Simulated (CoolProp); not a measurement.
Vapour-liquid equilibrium of ethylene (1) + carbon dioxide (2) at -45.35 °C; x and y are mole fractions of (1).

The numbers come from the multi-fluid Helmholtz-energy mixture model, Smukala 2000 and Span 1996; pair parameters Bell 2016 in CoolProp.

```csv
x,"bubble pressure, mixture model (bar)","bubble pressure, Raoult's law (bar)","y, mixture model","y, Raoult's law"
0.05,8.979,8.412,0.119,0.073
0.2,10.54,9.030,0.333,0.273
0.35,11.46,9.648,0.463,0.447
0.5,12.04,10.27,0.572,0.600
0.65,12.39,10.88,0.680,0.736
0.8,12.53,11.50,0.801,0.857
0.95,12.42,12.12,0.945,0.966
```

The largest gap from Raoult's law is +18.8 % in bubble pressure, at x = 0.35. y crosses x between x = 0.8 and 0.95: the model has an azeotrope there.

Pair parameters are fitted to limited data, so mixtures are less certain than the pure fluids.
